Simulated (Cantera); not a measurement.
**Low-pressure radical oxidation in H2/O2**

A perfectly stirred reactor is fed with H2 : O2 = 0.45 : 2.6 (molar parts), at 230 Pa; it is held at 1025 K, and followed from long to short residence time.

Model: GRI-Mech 3.0 (53 species, 325 reactions), integrated in Cantera. Radical loss at walls, strong at low pressure, is not modelled. The temperature is held fixed by assumption; the heat of reaction is taken as removed at once.

| τ (s) | x H2 | x O2 | x O | x OH | x H2O2 |
|---|---|---|---|---|---|
| 1.4 | 0.00204 | 0.827 | 0.0118 | 0.00218 | 5.14e-8 |
| 0.75 | 0.00291 | 0.820 | 0.0167 | 0.00263 | 4.86e-8 |
| 0.39 | 0.00415 | 0.812 | 0.0228 | 0.00313 | 4.54e-8 |
| 0.20 | 0.00583 | 0.802 | 0.0295 | 0.00365 | 4.28e-8 |
| 0.11 | 0.00787 | 0.794 | 0.0342 | 0.00411 | 4.21e-8 |
| 0.056 | 0.0113 | 0.788 | 0.0369 | 0.00464 | 4.41e-8 |
| 0.030 | 0.0163 | 0.787 | 0.0363 | 0.00515 | 4.93e-8 |
| 0.015 | 0.0256 | 0.790 | 0.0329 | 0.00571 | 5.81e-8 |
| 0.0081 | 0.0392 | 0.797 | 0.0280 | 0.00602 | 6.66e-8 |
| 0.0043 | 0.0612 | 0.808 | 0.0216 | 0.00583 | 7.04e-8 |
x: mole fraction; the columns are a selection and need not sum to one.
